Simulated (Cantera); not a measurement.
Input (Python, Cantera) and output of one run.

```python
import numpy as np
import cantera as ct

gas_names = [...]  # 113 gases of nasa_gas.yaml made of C, H, O, Ti
cond_names = """
    C(gr) C6H6(L) C7H8(L) C8H18(L),n-octa H2O(s) H2O(L) Ti(a) Ti(b) Ti(L) TiC(s) TiC(L) TiO(a) TiO(b)
    TiO(L) TiO2(ru) TiO2(L) Ti2O3(a) Ti2O3(b) Ti2O3(L) Ti3O5(a) Ti3O5(b) Ti3O5(L) Ti4O7(s) Ti4O7(L)
""".split()


# ... load() reads the species with a 1 bar reference pressure and builds the phases ...
atoms = {
    'Ti(OiPr)4': {'Ti': 1, 'C': 12, 'H': 28, 'O': 4},
    'O2': {'O': 2},
    'H2': {'H': 2},
}
top_T = {'C(gr)': 4500}  # K; cautious upper limits of use, not melting points


# ... equilibrate(T, P, feed) seeds the gas with the atoms and calls Mixture.equilibrate('TP', solver="vcs", rtol=1e-11, max_steps=5000) ...
results = []
feed = {'Ti(OiPr)4': 1, 'O2': 11, 'H2': 1.7}  # mol
P = 18  # Pa
for T in [1598, 1648, 1698, 1748, 1798, 1848, 1898, 1948, 1998, 2048, 2098, 2148, 2198]:
    mix = equilibrate(T, P, feed)
    results.append((T, P, feed, dict(zip(mix.species_names, mix.species_moles))))

top = {s: max(r[3][s] / sum(r[3][g] for g in gas_names) for r in results) for s in gas_names}
cols = sorted((s for s in top if top[s] > 1e-05), key=lambda s: -top[s])[:9]
seen = [c for c in cond_names if any(r[3].get(c, 0) > 1e-12 for r in results)]
print("log10 of partial pressures in bar; condensed amounts in mol")
print(f"{'T/K':>10s}" + "".join(f"{s[:9]:>10s}" for s in cols + seen))
for T, P, feed, n in results:
    ng = sum(n[g] for g in gas_names)
    print(f"{T:10.4g}" + "".join(f"{np.log10(max(n[s] / ng * P / 1e5, 1e-99)):10.3f}" for s in cols)
          + "".join(f"{n.get(c, 0):10.4g}" for c in seen))
```

Result:

```
log10 of partial pressures in bar; condensed amounts in mol
       T/K        CO       H2O        H2         H       CO2        OH      TiO2         O        O2  TiO2(ru)  Ti4O7(L)
      1598    -4.255    -4.255    -4.336    -6.442    -4.651    -7.771   -10.683    -9.957   -10.216         1         0
      1648    -4.251    -4.251    -4.343    -6.222    -4.664    -7.477   -10.073    -9.444    -9.696         1         0
      1698    -4.247    -4.247    -4.351    -6.015    -4.676    -7.201    -9.501    -8.962    -9.205         1         0
      1748    -4.244    -4.244    -4.359    -5.820    -4.687    -6.940    -8.961    -8.506    -8.742    0.9998         0
      1798    -4.241    -4.243    -4.368    -5.637    -4.698    -6.695    -8.453    -8.075    -8.304    0.9995         0
      1848    -4.240    -4.243    -4.378    -5.465    -4.708    -6.463    -7.973    -7.667    -7.889    0.9983         0
      1898    -4.240    -4.245    -4.390    -5.302    -4.718    -6.244    -7.519    -7.280    -7.494    0.9952         0
      1948    -4.241    -4.250    -4.405    -5.149    -4.728    -6.038    -7.089    -6.912    -7.120    0.9871         0
      1998    -4.244    -4.259    -4.423    -5.006    -4.741    -5.845    -6.681    -6.564    -6.766    0.9665         0
      2048    -4.248    -4.276    -4.444    -4.872    -4.757    -5.666    -6.294    -6.236    -6.435    0.9167         0
      2098    -4.255    -4.303    -4.469    -4.746    -4.782    -5.506    -5.926    -5.930    -6.134    0.8002         0
      2148    -4.268    -4.343    -4.503    -4.632    -4.815    -5.362    -5.603    -5.642    -5.854         0    0.1403
      2198    -4.281    -4.413    -4.534    -4.521    -4.881    -5.256    -5.332    -5.400    -5.653         0   0.03292
```

These are equilibrium values from Cantera (NASA tables, ideal gas, pure condensed phases), not measurements of a reactor. The feed counts by its element totals alone. Condensed phases not in the tables: Magnéli phases beyond Ti4O7.
